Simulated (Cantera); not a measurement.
A closed system holds: 1 mol Al, 14 mol O2, 610 mol H2, 0.87 mol N2, held at 1648.15 K and 1.33 mbar.

These are equilibrium values from Cantera (NASA tables, ideal gas, pure condensed phases), not measurements of a reactor. Candidate condensed phases: Al, AlN, Al2O3, H2O; 35 gas species. Rates play no part.

Base state: H2 0.953, H2O 0.0433, H 0.00238, N2 0.00142 (mole fractions); condensed: Al2O3(s).

**Question.** What changes in the equilibrium state with this change: temperature from 1648.15 K to 623.15 K?

**Answer.** 
| species | before | after |
|---|---|---|
| H2 | 0.953 | 0.955 |
| H2O | 0.0433 | 0.0434 |
| N2 | 0.00142 | 0.00142 |
| H | 0.00238 | <1e-9 |
| Al2O3(s), mol | 0.500 | 0.500 |

**Question.** What changes in the equilibrium state with this change: temperature from 1648.15 K to 1850 K?

**Answer.** 
```csv
species,before,after
H2,0.953,0.941
H2O,0.0433,0.0430
H,0.00238,0.0143
OH,4.87e-6,4.83e-5
N2,0.00142,0.00141
"Al2O3(s), mol",0.500,0.500
```
